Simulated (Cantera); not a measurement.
Mixture: 10.9 % CH4, 1.52 % C2H6, 0.456 % C3H8, 18.3 % O2, 68.8 % N2, equivalence ratio 1.6, at 21.7 atm, adiabatic and at constant volume. Ignition delay is the time to a rise of 400 K.

Cantera simulation using GRI-Mech 3.0 (53 species, 325 reactions); the numbers are that mechanism's predictions, not measurements. The pressure lies above the range GRI-Mech 3.0 was tuned for (to about 10 atm).

Predict: delay at 1298 K; delay at 1448 K; delay at 1598 K; delay at 1748 K; delay at 1898 K; apparent activation energy between 1748 and 1898 K.


```
Item                                                     Value
--------------------------------------------------  ----------
delay at 1298 K                                       0.128 ms
delay at 1448 K                                        31.0 µs
delay at 1598 K                                        9.15 µs
delay at 1748 K                                        3.30 µs
delay at 1898 K                                        1.45 µs
apparent activation energy between 1748 and 1898 K  150 kJ/mol
```
